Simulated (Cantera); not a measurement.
Input (Python, Cantera) and output of one run.

```python
import numpy as np
import cantera as ct

gas_names = """
    C CH CH2 CH3 CH2OH CH3O CH4 CH3OH CO CO2 COOH C2 C2H CHCO,ketyl C2H2,acetylene C2H2,vinylidene
    CH2CO,ketene C2H3,vinyl CH3CO,acetyl C2H4 C2H4O,ethylen CH3CHO,ethanal CH3COOH (HCOOH)2 C2H5 C2H6
    CH3OCH3 C2H5OH C2O C3 C3H3,propargyl C3H4,allene C3H4,propyne C3H4,cyclo- C3H5,allyl C3H6,propylene
    C3H6,cyclo- C3H6O C3H7,n-propyl C3H7,i-propyl C3H8 C3H8O,1propanol C3H8O,2propanol C3O2 C4 C4H2
    C4H4,1,3-cyclo- C4H6,butadiene C4H6,2-butyne C4H6,cyclo- C4H8,1-butene C4H8,cis2-buten
    C4H8,tr2-butene C4H8,isobutene C4H8,cyclo- (CH3COOH)2 C4H9,n-butyl C4H9,i-butyl C4H9,s-butyl
    C4H9,t-butyl C4H10,isobutane C4H10,n-butane C5 C5H6,1,3cyclo- C5H8,cyclo- C5H10,1-pentene
    C5H10,cyclo- C5H11,pentyl C5H11,t-pentyl C5H12,n-pentane C5H12,i-pentane CH3C(CH3)2CH3 C6H2
    C6H5,phenyl C6H5O,phenoxy C6H6 C6H5OH,phenol C6H10,cyclo- C6H12,1-hexene C6H12,cyclo- C6H13,n-hexyl
    C7H7,benzyl C7H8 C7H8O,cresol C7H14,1-heptene C7H15,n-heptyl C7H16,n-heptane C8H8,styrene
    C8H10,ethylbenz C8H16,1-octene C8H17,n-octyl C8H18,isooctane C8H18,n-octane C9H19,n-nonyl
    C10H8,naphthale C10H21,n-decyl C12H9,o-bipheny C12H10,bipheny Fe FeC5O5 FeO Fe(OH)2 H HCO HO2 H2
    HCHO,formaldehy HCOOH H2O H2O2 O OH O2 O3
""".split()
cond_names = """
    C(gr) C6H6(L) C7H8(L) C8H18(L),n-octa Fe(a) Fe(c) Fe(d) Fe(L) FeC5O5(L) FeO(s) FeO(L) Fe(OH)2(s)
    Fe(OH)3(s) Fe2O3(s) Fe3O4(s) H2O(s) H2O(L)
""".split()


def load(file, names, dense=False):
    # The tables refer to 1 bar. Condensed volumes are neglected.
    table = {s.name: s for s in ct.Species.list_from_file(file)}
    out = []
    for n in names:
        d = dict(table[n].input_data)
        d["thermo"] = dict(d["thermo"], **{"reference-pressure": 1e5})
        if dense:
            d["equation-of-state"] = {"model": "constant-volume", "density": "1e6 g/cm^3"}
        out.append(ct.Species.from_dict(d))
    return out


gas = ct.Solution(thermo="ideal-gas", species=load("nasa_gas.yaml", gas_names))
cond = {s.name: ct.Solution(thermo="fixed-stoichiometry", species=[s], name=s.name)
        for s in load("nasa_condensed.yaml", cond_names, dense=True)}
atoms = {
    'Fe3O4': {'Fe': 3, 'O': 4},
    'CH4': {'C': 1, 'H': 4},
    'CO': {'C': 1, 'O': 1},
}
top_T = {'C(gr)': 4500, 'Fe2O3(s)': 1830, 'Fe3O4(s)': 1870}  # K; cautious upper limits of use, not melting points


def equilibrate(T, P, feed):
    n = {}
    for name, mol in feed.items():
        for a, k in atoms[name].items():
            n[a] = n.get(a, 0.0) + k * mol
    gas.TPX = T, P, n
    mass = sum(n.values()) * gas.mean_molecular_weight
    gas.equilibrate("TP")
    valid = [c for c in cond.values() if c.min_temp <= T <= top_T.get(c.name, c.max_temp)]
    mix = ct.Mixture([(gas, mass / gas.mean_molecular_weight)] + [(c, 0.0) for c in valid])
    mix.T, mix.P = T, P
    mix.equilibrate("TP", solver="vcs", rtol=1e-11, max_steps=5000)
    return mix


results = []
feed = {'Fe3O4': 1, 'CH4': 0.3, 'CO': 0.029}  # mol
P = 1000  # Pa
for T in [1800, 1825, 1850, 1875, 1900, 1925, 1950, 1975, 2000, 2025, 2050, 2075]:
    mix = equilibrate(T, P, feed)
    results.append((T, P, feed, dict(zip(mix.species_names, mix.species_moles))))

top = {s: max(r[3][s] / sum(r[3][g] for g in gas_names) for r in results) for s in gas_names}
cols = sorted((s for s in top if top[s] > 0.001), key=lambda s: -top[s])[:5]
seen = [c for c in cond_names if any(r[3].get(c, 0) > 1e-12 for r in results)]
print("log10 of partial pressures in bar; condensed amounts in mol")
print(f"{'T/K':>10s}" + "".join(f"{s[:9]:>10s}" for s in cols + seen))
for T, P, feed, n in results:
    ng = sum(n[g] for g in gas_names)
    print(f"{T:10.4g}" + "".join(f"{np.log10(max(n[s] / ng * P / 1e5, 1e-99)):10.3f}" for s in cols)
          + "".join(f"{n.get(c, 0):10.4g}" for c in seen))
```

Output:

```
log10 of partial pressures in bar; condensed amounts in mol
       T/K       H2O       CO2        CO        H2         H    FeO(L)
      1800    -2.264    -2.682    -2.836    -3.001    -4.946         3
      1825    -2.263    -2.684    -2.833    -3.006    -4.859         3
      1850    -2.263    -2.686    -2.831    -3.011    -4.774     2.999
      1875    -2.262    -2.689    -2.828    -3.016    -4.692     2.999
      1900    -2.262    -2.691    -2.826    -3.022    -4.611     2.999
      1925    -2.262    -2.693    -2.824    -3.027    -4.533     2.999
      1950    -2.262    -2.695    -2.822    -3.033    -4.457     2.998
      1975    -2.262    -2.697    -2.821    -3.039    -4.383     2.998
      2000    -2.262    -2.699    -2.820    -3.045    -4.311     2.997
      2025    -2.263    -2.701    -2.819    -3.051    -4.241     2.996
      2050    -2.264    -2.703    -2.819    -3.058    -4.173     2.995
      2075    -2.265    -2.705    -2.819    -3.065    -4.107     2.993
```

Method: chemical equilibrium by Gibbs-energy minimisation in Cantera with the NASA 1993 tables (ideal gas, pure condensed phases). The tables' stoichiometric FeO is somewhat more stable than real wüstite, so its field is too wide. FeO: taken at fixed stoichiometry.
